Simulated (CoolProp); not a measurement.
A single-stage vapour-compression cycle with the fluid: evaporating at 193.15 K (dew point), condensing at 235.15 K (bubble point), superheat 10 K, subcooling 0 K, compressor efficiency 0.9, no pressure losses. The same conditions are run with several fluids, on thermodynamics alone (safety and materials aside).

Computed with CoolProp (reference Helmholtz-energy equation of state of each fluid (nitrous oxide: Lemmon 2006; R22: Kamei 1995; ethylene: Smukala 2000; R143a: Lemmon and Jacobsen 2000; ethane: Bücker 2006; propylene: Lemmon 2013)).

| fluid | cooling COP | pressure ratio | discharge temperature (K) | refrigerating effect (kJ/kg) | volumetric capacity (kJ/m³) |
|---|---|---|---|---|---|
| nitrous oxide | … | 6.15 | 320.3 | 298 | 1310 |
| R22 | 3.40 | 11.1 | 311.4 | … | 116 |
| ethylene | 3.12 | 4.53 | 294.2 | … | 2100 |
| R143a | 3.46 | 9.79 | 278.1 | 201 | 159 |
| ethane | 3.32 | 5.27 | 285.2 | 383 | 1120 |
| propylene | 3.47 | … | 289.9 | 394 | 173 |

Problem. Complete the blanks.

Solution. 
- nitrous oxide, cooling COP: 3.20
- R22, refrigerating effect (kJ/kg): 217
- ethylene, refrigerating effect (kJ/kg): 347
- propylene, pressure ratio: 8.81
